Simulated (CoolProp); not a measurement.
Acetone along the isobar 5.75 MPa: fugacity coefficient from the reference equation and from simpler models built on Tc = 508.1 K, pc = 4.692 MPa, ω = 0.307; each cubic takes its own stable root.

The numbers come from the reference Helmholtz-energy equation of state, Lemmon 2006 in CoolProp. It is a short technical equation, of lower accuracy than the large ones.

```
T (K)          phase  reference
-----  -------------  ---------
422.1         liquid     0.1794
438.1         liquid     0.2317
454.1         liquid     0.2913
470.1         liquid     0.3574
486.1         liquid     0.4288
502.1         liquid     0.5035
518    supercritical     0.5771
534    supercritical     0.6331
550    supercritical     0.6725
```

### Question
How far does each simpler model (van der Waals, Redlich-Kwong, Soave-Redlich-Kwong) lie from the reference over these 9 states: mean and median of the absolute difference, and the worst?

### Answer
- van der Waals: mean 35.4 %, median 25.9 %, worst +95.4 % at 422.1 K and 5.75 MPa
- Redlich-Kwong: mean 16.3 %, median 13.8 %, worst +38.6 % at 422.1 K and 5.75 MPa
- Soave-Redlich-Kwong: mean 8.3 %, median 9.2 %, worst +10.3 % at 438.1 K and 5.75 MPa
